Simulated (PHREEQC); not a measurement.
**Alkaline etch or developer: speciation**

Make-up at 25 °C and 500 atm: 0.005 mol NH3, 3.8e-06 mol CO2 and 0.17 mol (CH3)4NCl per kg of water. Closed to the air; pH follows from the charge balance.

Equilibrium calculation in PHREEQC: ion-association model, phreeqc.dat.

No solid was allowed to form.

Estimate the pH, activity of water.

pH 10.40; activity of water 0.994.

In which forms is N present?

NH3 89 %, NH4+ 11 % of the N.

Under pressure, the constants of complexes without a molar volume in the database are unreliable. (CH3)4N+ isn't in the database: it is added as a free cation with an ion size of 4 Å.
